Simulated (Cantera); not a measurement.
Input (Python, Cantera) and output of one run.

```python
import numpy as np
import cantera as ct

gas_names = """
    H HNO HNO2 HNO3 HO2 H2 H2O H2O2 N NH NH2 NH3 NH2OH NO NO2 NO3 N2 N2H2 N2H4 N2O O OH O2 O3 Si SiH
    SiH2 SiH3 SiH4 SiN SiO SiO2 Si2 Si2N Si3
""".split()
cond_names = """
    H2O(s) H2O(L) Si(cr) Si(L) SiO2(Lqz) SiO2(hqz) SiO2(L) Si2N2O(s) Si3N4(a)
""".split()


# ... load() reads the species with a 1 bar reference pressure and builds the phases ...
atoms = {
    'Si2H6': {'Si': 2, 'H': 6},
    'O3': {'O': 3},
    'N2': {'N': 2},
    'NO': {'N': 1, 'O': 1},
}
top_T = {'Si2N2O(s)': 2100, 'Si3N4(a)': 2400}  # K; cautious upper limits of use, not melting points


# ... equilibrate(T, P, feed) seeds the gas with the atoms and calls Mixture.equilibrate('TP', solver="vcs", rtol=1e-11, max_steps=5000) ...
results = []
feed = {'Si2H6': 1, 'O3': 6.5, 'N2': 1.2, 'NO': 0.19}  # mol
P = 220  # Pa
for T in [550, 650, 750, 850, 950, 1050, 1150, 1250, 1350, 1450, 1550, 1650]:
    mix = equilibrate(T, P, feed)
    results.append((T, P, feed, dict(zip(mix.species_names, mix.species_moles))))

top = {s: max(r[3][s] / sum(r[3][g] for g in gas_names) for r in results) for s in gas_names}
cols = sorted((s for s in top if top[s] > 0.0001), key=lambda s: -top[s])[:8]
seen = [c for c in cond_names if any(r[3].get(c, 0) > 1e-12 for r in results)]
print("log10 of partial pressures in bar; condensed amounts in mol")
print(f"{'T/K':>10s}" + "".join(f"{s[:9]:>10s}" for s in cols + seen))
for T, P, feed, n in results:
    ng = sum(n[g] for g in gas_names)
    print(f"{T:10.4g}" + "".join(f"{np.log10(max(n[s] / ng * P / 1e5, 1e-99)):10.3f}" for s in cols)
          + "".join(f"{n.get(c, 0):10.4g}" for c in seen))
```

Result:

```
log10 of partial pressures in bar; condensed amounts in mol
       T/K        O2       H2O        N2        OH        NO         O SiO2(Lqz) SiO2(hqz)
       550    -2.882    -3.207    -3.572   -15.516   -11.246   -21.997         2         0
       650    -2.882    -3.207    -3.572   -13.155    -9.911   -18.330         2         0
       750    -2.882    -3.207    -3.572   -11.420    -8.932   -15.635         2         0
       850    -2.882    -3.207    -3.572   -10.091    -8.184   -13.571         0         2
       950    -2.882    -3.207    -3.572    -9.041    -7.593   -11.939         0         2
      1050    -2.882    -3.207    -3.572    -8.190    -7.114   -10.616         0         2
      1150    -2.882    -3.207    -3.572    -7.487    -6.718    -9.521         0         2
      1250    -2.882    -3.207    -3.573    -6.895    -6.386    -8.601         0         2
      1350    -2.882    -3.208    -3.573    -6.392    -6.103    -7.816         0         2
      1450    -2.882    -3.208    -3.573    -5.957    -5.860    -7.138         0         2
      1550    -2.883    -3.209    -3.574    -5.579    -5.648    -6.548         0         2
      1650    -2.884    -3.210    -3.575    -5.247    -5.462    -6.029         0         2
```

Method: chemical equilibrium by Gibbs-energy minimisation in Cantera with the NASA 1993 tables (ideal gas, pure condensed phases). The feed counts by its element totals alone. The tables hold silica as quartz up to 1696 K and as liquid above; real silica turns to tridymite and cristobalite and melts near 1996 K.
